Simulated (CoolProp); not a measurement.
A simple Rankine cycle with hydrogen sulfide: condensing at 299.15 K, boiler at 4.58 MPa, turbine inlet 375.7 K, turbine efficiency 0.8, pump efficiency 0.6, no recuperator. Each further row changes one setting.

Model: reference Helmholtz-energy equation of state, Lemmon 2006, in CoolProp. It is a short technical equation, of lower accuracy than the large ones.

```json
[
 {"case": "as stated", "thermal efficiency (%)": "8.0", "net work (kJ/kg)": "37.6", "heat in (kJ/kg)": "471", "turbine exit temperature (K)": "312.9", "volume ratio over the turbine": "1.94"},
 {"case": "turbine inlet 395.7 K", "thermal efficiency (%)": "…", "net work (kJ/kg)": "41.9", "heat in (kJ/kg)": "499", "turbine exit temperature (K)": "331.5", "volume ratio over the turbine": "1.93"},
 {"case": "condensing temperature 291.15 K", "thermal efficiency (%)": "9.6", "net work (kJ/kg)": "46.6", "heat in (kJ/kg)": "488", "turbine exit temperature (K)": "299.3", "volume ratio over the turbine": "2.29"},
 {"case": "boiler pressure 3.21 MPa", "thermal efficiency (%)": "4.9", "net work (kJ/kg)": "24.3", "heat in (kJ/kg)": "…", "turbine exit temperature (K)": "341.2", "volume ratio over the turbine": "…"},
 {"case": "turbine efficiency 0.7", "thermal efficiency (%)": "6.8", "net work (kJ/kg)": "32.2", "heat in (kJ/kg)": "471", "turbine exit temperature (K)": "316.9", "volume ratio over the turbine": "1.98"}
]
```

Problem. Some entries are withheld; supply them.

Solution. 
- turbine inlet 395.7 K, thermal efficiency (%): 8.4
- boiler pressure 3.21 MPa, heat in (kJ/kg): 494
- boiler pressure 3.21 MPa, volume ratio over the turbine: 1.44
